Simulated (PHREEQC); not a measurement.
Alkaline etch or developer: speciation

Consider water at 45 °C with 0.018 mol LiOH, 3.9e-06 mol CO2 and 0.00011 mol (CH3)4NCl per kg of water. Closed to the air; pH follows from the charge balance.

Computed with PHREEQC (ion-association model, wateq4f.dat).

This is a speciation only: nothing precipitates in the calculation.

### Question
Predict the pH.

### Answer
pH 11.60.

### Question
In which forms is C present?

### Answer
CO3-2 97 %, HCO3- 2.6 % of the C.

(CH3)4N+ isn't in the database: it is added as a free cation with an ion size of 4 Å. Away from 25 °C the constants follow the database's enthalpies or fits; those with neither stay at their 25 °C values.
